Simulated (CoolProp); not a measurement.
Vapour-liquid equilibrium of R22 (1) + R134a (2) at 58.3 kPa; x and y are mole fractions of (1).

Model: multi-fluid Helmholtz-energy mixture model, Kamei 1995 and Tillner-Roth 1994; pair parameters Bell 2016, in CoolProp.

```
x     bubble temperature (K)  y at the bubble point  dew temperature at overall composition x (K)  liquid density (mol/L)
----  ----------------------  ---------------------  --------------------------------------------  ----------------------
0.05                   234.3                  0.110                                         235.1                   13.96
0.15                   232.0                  0.289                                         233.8                   14.22
0.25                   230.1                      ?                                         232.6                   14.49
0.35                   228.5                  0.541                                         231.2                   14.75
0.45                   227.0                  0.635                                         229.8                   15.03
0.55                   225.7                  0.716                                         228.3                   15.30
0.65                       ?                  0.788                                         226.8                   15.59
0.75                   223.5                  0.854                                         225.2                   15.88
0.85                   222.6                  0.914                                         223.6                   16.19
0.95                   221.6                  0.972                                             ?                   16.50
```

Problem. What belongs in the gaps?

Solution. 
- 0.25, y at the bubble point: 0.428
- 0.65, bubble temperature (K): 224.6
- 0.95, dew temperature at overall composition x (K): 222.0

No azeotrope shows between x = 0.05 and 0.95.

The pair parameters rest on a limited set of measurements; away from them the model extrapolates.
